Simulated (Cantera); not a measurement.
Standard-state values (1 bar) from the NASA 1993 polynomials, evaluated with Cantera. Values are per mole of reaction as written; species without (g) are pure solids or liquids, kept so even where they would boil at 1 bar.

BaO + H₂(g) + O(g) ⇌ Ba(OH)₂

```json
[
 {"T (K)": "1600", "ΔH° (kJ)": "-596.4", "ΔS° (J/K)": "-193.6", "ΔG° (kJ)": "-286.6", "log10 K": "9.36"},
 {"T (K)": "1650", "ΔH° (kJ)": "…", "ΔS° (J/K)": "…", "ΔG° (kJ)": "…", "log10 K": "…"},
 {"T (K)": "1700", "ΔH° (kJ)": "-593.9", "ΔS° (J/K)": "-192.1", "ΔG° (kJ)": "-267.3", "log10 K": "8.21"},
 {"T (K)": "1750", "ΔH° (kJ)": "…", "ΔS° (J/K)": "…", "ΔG° (kJ)": "…", "log10 K": "…"},
 {"T (K)": "1800", "ΔH° (kJ)": "-591.4", "ΔS° (J/K)": "-190.7", "ΔG° (kJ)": "-248.2", "log10 K": "7.20"},
 {"T (K)": "1850", "ΔH° (kJ)": "-590.3", "ΔS° (J/K)": "-190.1", "ΔG° (kJ)": "-238.7", "log10 K": "6.74"},
 {"T (K)": "1900", "ΔH° (kJ)": "…", "ΔS° (J/K)": "…", "ΔG° (kJ)": "…", "log10 K": "…"},
 {"T (K)": "1950", "ΔH° (kJ)": "…", "ΔS° (J/K)": "…", "ΔG° (kJ)": "…", "log10 K": "…"}
]
```

Task: Fill in the missing entries.

Result: 
- 1650, ΔH° (kJ): -595.1
- 1650, ΔS° (J/K): -192.8
- 1650, ΔG° (kJ): -276.9
- 1650, log10 K: 8.77
- 1750, ΔH° (kJ): -592.6
- 1750, ΔS° (J/K): -191.4
- 1750, ΔG° (kJ): -257.7
- 1750, log10 K: 7.69
- 1900, ΔH° (kJ): -589.1
- 1900, ΔS° (J/K): -189.4
- 1900, ΔG° (kJ): -229.2
- 1900, log10 K: 6.30
- 1950, ΔH° (kJ): -588.0
- 1950, ΔS° (J/K): -188.9
- 1950, ΔG° (kJ): -219.7
- 1950, log10 K: 5.89
